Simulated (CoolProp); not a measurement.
Aqueous methanol as a coolant, at 1 °C, 1 atm.

The numbers come from the Melinder's fits for secondary coolants in CoolProp.

| mass % | freezing point (°C) | Prandtl number | cp (kJ/(kg K)) | density (kg/m³) | conductivity (W/(m K)) |
|---|---|---|---|---|---|
| 1.4 | -0.8 | [?] | 4.257 | 997.3 | 0.555 |
| 8.7 | -5.6 | 19.3 | 4.253 | 986.1 | 0.517 |
| 15.9 | -11.3 | 24.5 | 4.148 | 977.1 | 0.483 |
| 23.2 | -18.2 | [?] | 4.010 | 968.5 | [?] |
| 30.5 | -26.3 | 32.6 | 3.868 | 959.2 | 0.416 |
| 37.7 | -35.5 | [?] | 3.728 | 948.8 | 0.386 |
| 45 | -46.2 | 33.8 | 3.573 | 936.9 | 0.358 |
| 52.2 | -58.3 | 31.9 | 3.403 | 923.9 | [?] |

Task: What belongs in the gaps?

Result: 
- 1.4, Prandtl number: 14.0
- 23.2, Prandtl number: 29.2
- 23.2, conductivity (W/(m K)): 0.448
- 37.7, Prandtl number: 34.1
- 52.2, conductivity (W/(m K)): 0.332
